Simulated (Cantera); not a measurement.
Equilibrium for carbothermic reduction: Ta₂O₅ + C + CO

Feed: 1 mol Ta₂O₅, 0.83 mol C, 0.77 mol CO, equilibrated at 0.00250 bar.

Cantera equilibrium calculation (NASA polynomials, part measured and part estimated; ideal gas, pure solids and liquids). Candidate condensed phases: C, Ta, TaC, Ta₂O₅; 15 gas species. Mutual solubility and eutectic melting of coexisting phases are not modelled. Condensed phases not in the tables: Ta₂C, N, O or C dissolved in the metal. Equilibrium is a limit: real reactors are often held back by kinetics, nucleation or transport.

```tsv
T (K)	x CO	x TaO₂	x TaO	x CO₂	x O	x O₂	n Ta(s)	n Ta₂O₅(l)
2323	0.954	0.0366	0.00820	0.000867	2.76e-5	5.94e-8	0.312	0.806
2348	0.939	0.0486	0.0111	0.000897	3.90e-5	8.91e-8	0.305	0.797
2373	0.920	0.0642	0.0148	0.000923	5.46e-5	1.32e-7	0.295	0.784
2398	0.895	0.0842	0.0198	0.000942	7.58e-5	1.95e-7	0.281	0.766
2423	0.863	0.110	0.0261	0.000952	0.000105	2.85e-7	0.263	0.743
2448	0.822	0.142	0.0344	0.000950	0.000143	4.13e-7	0.237	0.710
2473	0.770	0.183	0.0450	0.000931	0.000195	5.94e-7	0.201	0.663
2498	0.705	0.235	0.0585	0.000890	0.000264	8.48e-7	0.147	0.594
2523	0.624	0.300	0.0757	0.000821	0.000355	1.20e-6	0.0634	0.488
2548	0.566	0.354	0.0789	0.000894	0.000546	2.23e-6	0	0.389
2573	0.550	0.384	0.0642	0.00122	0.000983	5.71e-6	0	0.350
```
x: gas mole fraction; n: condensed amount in mol.

From 2323 K to 2523 K the condensed part is Ta(s) + Ta₂O₅(l). From 2548 K to 2573 K the condensed part is Ta₂O₅(l). The main Ta-bearing gas is TaO₂ throughout. The share of Ta in condensed phases is highest at 2323 K (96.2 %) and lowest at 2573 K (35.0 %).
